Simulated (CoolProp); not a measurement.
1-butene along the isotherm 426.6 K: density (kg/m³) from the reference equation and from simpler models built on Tc = 419.3 K, pc = 4.006 MPa, ω = 0.192; each cubic takes its own stable root.

Model: reference Helmholtz-energy equation of state, Lemmon 2005, in CoolProp. It is a short technical equation, of lower accuracy than the large ones.

```json
[
 {"p (MPa)": "0.77", "phase": "gas", "reference": "13.04", "ideal gas": "12.18", "van der Waals": "12.92", "Soave-Redlich-Kwong": "13.02", "Peng-Robinson": "(withheld)"},
 {"p (MPa)": "1.54", "phase": "gas", "reference": "28.30", "ideal gas": "24.36", "van der Waals": "27.73", "Soave-Redlich-Kwong": "(withheld)", "Peng-Robinson": "28.62"},
 {"p (MPa)": "2.31", "phase": "gas", "reference": "47.03", "ideal gas": "36.54", "van der Waals": "45.42", "Soave-Redlich-Kwong": "46.54", "Peng-Robinson": "47.75"},
 {"p (MPa)": "3.08", "phase": "gas", "reference": "72.03", "ideal gas": "48.72", "van der Waals": "68.30", "Soave-Redlich-Kwong": "70.58", "Peng-Robinson": "73.24"},
 {"p (MPa)": "3.85", "phase": "gas", "reference": "(withheld)", "ideal gas": "60.90", "van der Waals": "104.9", "Soave-Redlich-Kwong": "108.2", "Peng-Robinson": "114.0"},
 {"p (MPa)": "4.62", "phase": "supercritical", "reference": "279.5", "ideal gas": "73.08", "van der Waals": "223.2", "Soave-Redlich-Kwong": "230.1", "Peng-Robinson": "248.4"},
 {"p (MPa)": "5.39", "phase": "supercritical", "reference": "350.5", "ideal gas": "85.26", "van der Waals": "253.6", "Soave-Redlich-Kwong": "287.7", "Peng-Robinson": "315.9"},
 {"p (MPa)": "6.16", "phase": "supercritical", "reference": "374.2", "ideal gas": "97.44", "van der Waals": "269.6", "Soave-Redlich-Kwong": "314.0", "Peng-Robinson": "346.3"},
 {"p (MPa)": "6.93", "phase": "supercritical", "reference": "389.6", "ideal gas": "109.6", "van der Waals": "281.1", "Soave-Redlich-Kwong": "332.3", "Peng-Robinson": "(withheld)"},
 {"p (MPa)": "7.7", "phase": "supercritical", "reference": "401.2", "ideal gas": "121.8", "van der Waals": "290.1", "Soave-Redlich-Kwong": "346.5", "Peng-Robinson": "383.6"},
 {"p (MPa)": "8.47", "phase": "supercritical", "reference": "410.6", "ideal gas": "134.0", "van der Waals": "297.6", "Soave-Redlich-Kwong": "358.4", "Peng-Robinson": "397.1"},
 {"p (MPa)": "9.24", "phase": "supercritical", "reference": "418.6", "ideal gas": "146.2", "van der Waals": "304.1", "Soave-Redlich-Kwong": "368.5", "Peng-Robinson": "408.7"},
 {"p (MPa)": "10", "phase": "supercritical", "reference": "(withheld)", "ideal gas": "158.2", "van der Waals": "309.6", "Soave-Redlich-Kwong": "377.4", "Peng-Robinson": "418.8"}
]
```

### Question
What belongs in the gaps?

### Answer

- 0.77, Peng-Robinson: 13.12
- 1.54, Soave-Redlich-Kwong: 28.17
- 3.85, reference: 112.7
- 6.93, Peng-Robinson: 367.3
- 10, reference: 425.5
